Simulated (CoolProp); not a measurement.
The numbers come from the reference Helmholtz-energy equation of state, Thol 2017 in CoolProp.

Q: Give the vapour pressure (bar), liquid density (kg/m³), vapour density (kg/m³) of saturated octamethyltrisiloxane (MDM) at 165.35 °C.

A: 
```tsv
T (°C)	p (bar)	liquid density (kg/m³)	vapour density (kg/m³)
165.35	1.40	659	10.0
```
